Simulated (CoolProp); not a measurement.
Saturation properties of R13 (Tc = 29.9 °C, pc = 39.73 bar, ω = 0.175).

Model: reference Helmholtz-energy equation of state, Platzer 1990, in CoolProp. This equation is an older, rougher fit; its heat capacities, sound speeds and derivatives of the liquid may be far off and weren't checked against measurements.

| T (°C) | p (bar) | enthalpy of vaporisation (kJ/kg) | vapour Z | liquid conductivity (mW/(m K)) |
|---|---|---|---|---|
| -135.65 | 0.01427 | 173.8 | 0.9983 | 118 |
| -127.55 | 0.03424 | 169.6 | 0.9966 | 114 |
| -119.55 | 0.07305 | 166.0 | 0.9939 | 110 |
| -111.45 | 0.1440 | 162.5 | 0.9899 | 106 |
| -103.45 | 0.2617 | 159.1 | 0.9843 | 102 |
| -95.35 | 0.4500 | 155.6 | 0.9768 | 97.5 |
| -87.25 | 0.7334 | 152.0 | 0.9671 | 93.3 |
| -79.25 | 1.136 | 148.2 | 0.9553 | 89.2 |
| -71.15 | 1.700 | 144.2 | 0.9408 | 85.0 |
| -63.15 | 2.447 | 140.0 | 0.9239 | 80.9 |
| -55.05 | 3.435 | 135.3 | 0.9041 | 76.8 |
| -47.05 | 4.679 | 130.4 | 0.8816 | 72.8 |
| -38.95 | 6.252 | 125.0 | 0.8558 | 68.8 |

It boils at -81.4 °C under 1 atm.

Thermal conductivity comes from a separate model (Huber 2003), an estimate that may be off by 10 % or more.
